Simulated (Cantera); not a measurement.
Mixture: 7.52 % CH₄, 0.241 % C₂H₆, 19.4 % O₂, 72.8 % N₂, at 270000 Pa, adiabatic and at constant volume. Ignition delay is the time to a rise of 400 K.

Cantera simulation using GRI-Mech 3.0 (53 species, 325 reactions); the numbers are that mechanism's predictions, not measurements.

**Question.** Predict: delay at 1273 K; delay at 1373 K; delay at 1473 K; delay at 1573 K; apparent activation energy between 1523 and 1623 K.

**Answer.** 
```
Quantity                                                 Value
--------------------------------------------------  ----------
delay at 1273 K                                        3.06 ms
delay at 1373 K                                       0.956 ms
delay at 1473 K                                       0.323 ms
delay at 1573 K                                       0.122 ms
apparent activation energy between 1523 and 1623 K  190 kJ/mol
```
